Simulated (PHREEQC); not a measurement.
## Leach liquor

Consider water at 72 °C with 0.0028 mol HCl and 0.0038 mol ZnSO4 per kg of water. Closed to the air; pH follows from the charge balance.

The numbers come from PHREEQC with the ion-association model, phreeqc.dat.

Each row changes one thing in this solution. Precipitation was switched off in this run.

```tsv
case	pH	ionic strength (mol/kgw)	Zn+2 (mol/kgw)	SO4-2 (mol/kgw)	HSO4- (mol/kgw)	ZnSO4 (mol/kgw)
as made	2.75	0.0131	0.00295	0.00218	0.000840	0.000762
diluted 10-fold with water	3.61	0.00165	0.000353	0.000332	2.24e-5	2.54e-5
ZnSO4 from 0.0038 to 0.0057 mol/kgw	2.81	0.0176	0.00418	0.00321	0.00104	0.00139
0.00025 mol/kgw CO2 added	2.75	0.0131	0.00295	0.00218	0.000840	0.000762
HCl from 0.0028 to 0.014 mol/kgw	1.99	0.0225	0.00310	0.00114	0.00233	0.000326
diluted 2-fold with water	3.00	0.00712	0.00157	0.00129	0.000308	0.000301
```

Species that the database lacks are ignored. Away from 25 °C the constants follow the database's enthalpies or fits; those with neither stay at their 25 °C values.
